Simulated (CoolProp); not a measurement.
Vapour-liquid equilibrium of 1-butene (1) + acetone (2) at 304.9 K; x and y are mole fractions of (1).

The numbers come from the multi-fluid Helmholtz-energy mixture model, Lemmon 2005 and Lemmon 2006; pair parameters Bell 2016 in CoolProp.

```tsv
x	bubble pressure (bar)	y at the bubble point	dew pressure at overall composition x (bar)	liquid density (mol/L)
0.05	0.8421	0.529	0.4291	13.19
0.125	1.394	0.729	0.4651	12.91
0.2	1.831	0.803	0.5076	12.64
0.275	2.166	0.841	0.5583	12.38
0.35	2.420	0.865	0.6202	12.12
0.425	2.613	0.880	0.6973	…
0.5	2.764	0.892	0.7961	11.63
0.575	2.890	0.903	0.9271	11.40
0.65	…	0.913	1.109	11.18
0.725	3.120	0.924	1.377	10.97
0.8	3.242	0.937	…	…
0.875	…	0.955	…	10.59
0.95	3.525	0.979	3.344	10.43
```

### Question
What belongs in the gaps?

### Answer

- 0.425, liquid density (mol/L): 11.87
- 0.65, bubble pressure (bar): 3.005
- 0.8, dew pressure at overall composition x (bar): 1.807
- 0.8, liquid density (mol/L): 10.78
- 0.875, bubble pressure (bar): 3.377
- 0.875, dew pressure at overall composition x (bar): 2.546

No azeotrope shows between x = 0.05 and 0.95.

The pair parameters rest on a limited set of measurements; away from them the model extrapolates. With so large a gap from Raoult's law the liquid may split in two, which this calculation doesn't test in full.
